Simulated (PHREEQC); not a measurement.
1 kg of water holding 0.12 mol/kgw K2SO4, 0.0046 mol/kgw K2CO3 and 0.27 mol/kgw KCl is evaporated at 50 °C; the solids stay in contact with the brine. CO2 from the air is kept out. Solids allowed: Arcanite, Kalicinite, Misenite, Sylvite. Others were left out.

Base run: PHREEQC, Pitzer model, pitzer.dat. Each further column changes one thing. The table gives ionic strength.

```json
[
 {"H2O removed (mol)": "0", "base": "0.643", "temperature from 50 to 25 °C": "0.643"},
 {"H2O removed (mol)": "24.69", "base": "1.16", "temperature from 50 to 25 °C": "1.16"},
 {"H2O removed (mol)": "34.69", "base": "1.71", "temperature from 50 to 25 °C": "1.72"},
 {"H2O removed (mol)": "43.95", "base": "2.71", "temperature from 50 to 25 °C": "2.24"},
 {"H2O removed (mol)": "49.09", "base": "3.30", "temperature from 50 to 25 °C": "3.00"},
 {"H2O removed (mol)": "51.94", "base": "4.84", "temperature from 50 to 25 °C": "4.69"},
 {"H2O removed (mol)": "53.1", "base": "6.14", "temperature from 50 to 25 °C": "5.18"},
 {"H2O removed (mol)": "54.17", "base": "6.28", "temperature from 50 to 25 °C": "5.34"},
 {"H2O removed (mol)": "54.76", "base": "6.53", "temperature from 50 to 25 °C": "5.64"},
 {"H2O removed (mol)": "55.01", "base": "6.81", "temperature from 50 to 25 °C": "5.96"},
 {"H2O removed (mol)": "55.23", "base": "7.52", "temperature from 50 to 25 °C": "6.77"}
]
```

Constants without temperature data keep their 25 °C values here.
